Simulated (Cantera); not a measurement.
Input: 1 mol borazine, 7.4 mol H₂O, 0.39 mol H₂, held at 133 Pa.

These are equilibrium values from Cantera (NASA tables, ideal gas, pure condensed phases), not measurements of a reactor. Candidate condensed phases: B, BN, B₂O₃, B₃O₃H₃, H₂O; 39 gas species. The feed counts by its element totals alone. Gases not in the tables: H₃BO₃. The numbers say what is thermodynamically allowed, not how fast it happens.

### Question
At 1352 °C, list the 5 most abundant gas species with their mole fractions, and the condensed phases.

### Answer
H₂ 0.570, HBO₂ 0.186, H₂O 0.117, N₂ 0.109, B₂O₃ 0.0150. Condensed: gas only.
